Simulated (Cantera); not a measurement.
Input (Python, Cantera) and output of one run.

```python
import numpy as np
import cantera as ct

gas_names = """
    CL CL2 H HCL H2 N NH NH2 NH3 N2 N2H2 N2H4 Si SiCL SiCL2 SiCL3 SiCL4 SiH SiHCL3 SiH2 SiH2CL2 SiH3
    SiH3CL SiH4 SiN Si2 Si2N Si3
""".split()
cond_names = """
    NH4CL(a) NH4CL(b) Si(cr) Si(L) Si3N4(a)
""".split()


# ... load() reads the species with a 1 bar reference pressure and builds the phases ...
atoms = {
    'SiH2Cl2': {'Si': 1, 'H': 2, 'CL': 2},
    'NH3': {'N': 1, 'H': 3},
}
top_T = {'Si3N4(a)': 2400}  # K; cautious upper limits of use, not melting points


# ... equilibrate(T, P, feed) seeds the gas with the atoms and calls Mixture.equilibrate('TP', solver="vcs", rtol=1e-11, max_steps=5000) ...
results = []
T = 1500  # K
P = 320  # Pa
for m in [1.5, 1.8, 2.3, 2.9, 3.6, 4.5, 5.7, 7.1, 8.9, 11, 14]:
    feed = {'SiH2Cl2': 1, 'NH3': m}  # mol
    mix = equilibrate(T, P, feed)
    results.append((T, P, feed, dict(zip(mix.species_names, mix.species_moles))))
    x = sorted(zip(gas.X, gas.species_names), reverse=True)
    print(f"T = {T:g} K  P = {P:g} Pa  n(NH3) = {m:g} mol  gas = {mix.phase_moles(0):.4g} mol")
    print("   x: " + "  ".join(f"{s} {v:.3e}" for v, s in x if v > 0.001))
    print("   condensed (mol): " + ("  ".join(f"{mix.phase(i).name} {mix.phase_moles(i):.4g}"
          for i in range(1, mix.n_phases) if mix.phase_moles(i) > 1e-12) or "none"))
```

Output:

```
T = 1500 K  P = 320 Pa  n(NH3) = 1.5 mol  gas = 4.623 mol
   x: H2 5.869e-01  HCL 2.318e-01  SiCL2 9.309e-02  N2 8.320e-02  SiCL3 3.970e-03
   condensed (mol): Si3N4(a) 0.1827
T = 1500 K  P = 320 Pa  n(NH3) = 1.8 mol  gas = 5.198 mol
   x: H2 6.004e-01  HCL 2.227e-01  N2 9.759e-02  SiCL2 7.548e-02  SiCL3 3.056e-03
   condensed (mol): Si3N4(a) 0.1964
T = 1500 K  P = 320 Pa  n(NH3) = 2.3 mol  gas = 6.164 mol
   x: H2 6.188e-01  HCL 2.060e-01  N2 1.170e-01  SiCL2 5.553e-02  SiCL3 2.049e-03
   condensed (mol): Si3N4(a) 0.2144
T = 1500 K  P = 320 Pa  n(NH3) = 2.9 mol  gas = 7.334 mol
   x: H2 6.359e-01  HCL 1.869e-01  N2 1.348e-01  SiCL2 4.049e-02  SiCL3 1.337e-03
   condensed (mol): Si3N4(a) 0.2306
T = 1500 K  P = 320 Pa  n(NH3) = 3.6 mol  gas = 8.707 mol
   x: H2 6.511e-01  HCL 1.676e-01  N2 1.505e-01  SiCL2 2.953e-02
   condensed (mol): Si3N4(a) 0.2448
T = 1500 K  P = 320 Pa  n(NH3) = 4.5 mol  gas = 10.48 mol
   x: H2 6.657e-01  N2 1.654e-01  HCL 1.471e-01  SiCL2 2.090e-02
   condensed (mol): Si3N4(a) 0.2582
T = 1500 K  P = 320 Pa  n(NH3) = 5.7 mol  gas = 12.86 mol
   x: H2 6.796e-01  N2 1.795e-01  HCL 1.260e-01  SiCL2 1.422e-02
   condensed (mol): Si3N4(a) 0.2709
T = 1500 K  P = 320 Pa  n(NH3) = 7.1 mol  gas = 15.64 mol
   x: H2 6.910e-01  N2 1.910e-01  HCL 1.077e-01  SiCL2 9.796e-03
   condensed (mol): Si3N4(a) 0.2812
T = 1500 K  P = 320 Pa  n(NH3) = 8.9 mol  gas = 19.22 mol
   x: H2 7.012e-01  N2 2.013e-01  HCL 9.051e-02  SiCL2 6.589e-03
   condensed (mol): Si3N4(a) 0.2904
T = 1500 K  P = 320 Pa  n(NH3) = 11 mol  gas = 23.41 mol
   x: H2 7.094e-01  N2 2.095e-01  HCL 7.623e-02  SiCL2 4.498e-03
   condensed (mol): Si3N4(a) 0.2977
T = 1500 K  P = 320 Pa  n(NH3) = 14 mol  gas = 29.39 mol
   x: H2 7.172e-01  N2 2.174e-01  HCL 6.215e-02  SiCL2 2.885e-03
   condensed (mol): Si3N4(a) 0.3047
```

Method: chemical equilibrium by Gibbs-energy minimisation in Cantera with the NASA 1993 tables (ideal gas, pure condensed phases). The tables' values for SiCl3, SiCl are old estimates; treat these amounts as uncertain.
